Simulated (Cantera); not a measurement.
Cantera run, input and output.

```python
import numpy as np
import cantera as ct

gas = ct.Solution("gri30.yaml")
gas.TPX = 500, 1100000, {'C3H8': 1, 'O2': 5.49, 'N2': 54.4}
inlet = ct.Reservoir(gas, clone=True)
gas.equilibrate("HP")  # start burning
reactor = ct.IdealGasConstPressureReactor(gas, energy="on", clone=False)
exhaust = ct.Reservoir(gas, clone=True)
tau = [0.35, 0.1, 0.03, 0.0089, 0.0026, 0.00077, 0.00023, 6.7e-05, 2e-05, 5.8e-06][0]
for a, b in ((inlet, reactor), (reactor, exhaust)):
    ct.MassFlowController(a, b, mdot=lambda t: reactor.mass / tau)
net = ct.ReactorNet([reactor])
show = ['C3H8', 'O2', 'C2H6', 'C2H2', 'OH', 'CH2', 'CH3']

rows = []
print(f"{'tau/s':>10s}{'T/K':>9s}" + "".join(f"{s:>11s}" for s in show))
for tau in [0.35, 0.1, 0.03, 0.0089, 0.0026, 0.00077, 0.00023, 6.7e-05, 2e-05, 5.8e-06]:
    net.initial_time = 0.0
    net.advance(30 * tau)
    before = gas.X
    net.advance(40 * tau)
    drift = np.max(np.abs(gas.X - before) / (gas.X + 1e-9))
    rows.append([gas.T, *gas[show].X, drift])
    print(f"{tau:10.3e}{gas.T:9.1f}" + "".join(f"{x:11.3e}" for x in gas[show].X))
```

Result:

```
     tau/s      T/K       C3H8         O2       C2H6       C2H2         OH        CH2        CH3
 3.500e-01   1467.9  9.664e-07  8.022e-03  2.636e-09  6.366e-06  4.067e-05  3.331e-09  4.969e-07
 1.000e-01   1465.3  2.644e-06  8.193e-03  1.362e-08  1.143e-05  5.099e-05  1.092e-08  1.300e-06
 3.000e-02   1458.6  7.117e-06  8.639e-03  7.195e-08  1.819e-05  5.943e-05  3.181e-08  3.284e-06
 8.900e-03   1436.9  2.224e-05  1.011e-02  5.419e-07  2.641e-05  5.579e-05  7.706e-08  8.866e-06
 2.600e-03    500.0  1.642e-02  9.016e-02  1.584e-18  1.117e-18  3.854e-29  1.095e-35  2.046e-21
 7.700e-04    500.0  1.642e-02  9.016e-02  1.271e-21  8.964e-22  3.497e-30 -4.594e-37  1.859e-22
 2.300e-04    500.0  1.642e-02  9.016e-02  8.026e-23  5.662e-23  5.572e-31 -1.011e-38  2.946e-23
 6.700e-05    500.0  1.642e-02  9.016e-02  5.070e-24  3.577e-24  6.464e-32  3.230e-39  3.420e-24
 2.000e-05    500.0  1.642e-02  9.016e-02  3.202e-25  2.259e-25  6.690e-33  3.516e-39  3.556e-25
 5.800e-06    500.0  1.642e-02  9.016e-02  2.023e-26  1.427e-26  6.385e-34 -3.983e-40  3.431e-26
```

Detailed kinetics in Cantera: GRI-Mech 3.0 (53 species, 325 reactions). GRI-Mech 3.0 was tuned for natural gas; its chemistry of propane as a main component is partial and can be far from experiment.
